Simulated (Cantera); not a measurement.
A perfectly stirred reactor is fed with CH4 : C2H6 : C3H8 : O2 : N2 : H2 = 1 : 0.95 : 0.2 : 9.17 : 34.5 : 0.16 (molar parts), equivalence ratio 0.70, at 17.8 atm; it is adiabatic with a 500 K inlet, and is followed from long to short residence time, starting on the burning branch (τ in s: 0.24, 0.099, 0.041, 0.017, 0.0068, 0.0028, 0.0011, 0.00046, 0.00019, 7.7e-05).

Detailed kinetics in Cantera: GRI-Mech 3.0 (53 species, 325 reactions). The pressure lies above the range GRI-Mech 3.0 was tuned for (to about 10 atm).

x: mole fraction; the columns are a selection and need not sum to one.

```tsv
τ (s)	T (K)	x CH4	x C2H6	x C3H8	x C2H2	x HCO
0.24	2018	1.46e-7	2.03e-8	4.00e-9	…	3.52e-10
0.099	2019	3.46e-7	4.84e-8	9.59e-9	…	8.50e-10
0.041	2020	8.11e-7	1.15e-7	2.28e-8	…	2.05e-9
0.017	2019	1.84e-6	2.69e-7	5.37e-8	…	4.92e-9
0.0068	2017	4.10e-6	6.31e-7	1.28e-7	…	1.22e-8
0.0028	2014	8.30e-6	1.38e-6	2.85e-7	…	2.95e-8
0.0011	2007	1.65e-5	3.03e-6	6.38e-7	…	7.52e-8
0.00046	1996	3.08e-5	6.15e-6	1.31e-6	…	1.82e-7
0.00019	1976	5.98e-5	1.27e-5	2.72e-6	…	4.58e-7
7.7e-5	1936	0.000131	2.86e-5	6.05e-6	…	1.20e-6
```

### Question
What belongs in the gaps?

### Answer

- 0.24, x C2H2: 1.17e-7
- 0.099, x C2H2: 2.76e-7
- 0.041, x C2H2: 6.41e-7
- 0.017, x C2H2: 1.43e-6
- 0.0068, x C2H2: 3.08e-6
- 0.0028, x C2H2: 5.83e-6
- 0.0011, x C2H2: 1.02e-5
- 0.00046, x C2H2: 1.58e-5
- 0.00019, x C2H2: 2.33e-5
- 7.7e-5, x C2H2: 3.46e-5
